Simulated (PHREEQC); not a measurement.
Make-up at 25 °C: 0.31 mmol/kgw KOH, 0.86 mmol/kgw Al(NO3)3 and 0.31 mmol/kgw CuSO4. Closed to the air; pH follows from the charge balance.

Model: ion-association model, phreeqc.dat, run in PHREEQC.

No solid was allowed to form.

Question: Order these Al species by the share of Al that they hold, largest first: Al+3, AlSO4+, AlOH+2, Al(OH)2+.

Answer: Al+3 (56 %), AlOH+2 (22 %), AlSO4+ (14 %), Al(OH)2+ (7.8 %)

The pH is 4.75 and the ionic strength 0.00507 mol/kgw. Examples of supersaturated solids here: Gibbsite (slow to form). Others may be too.
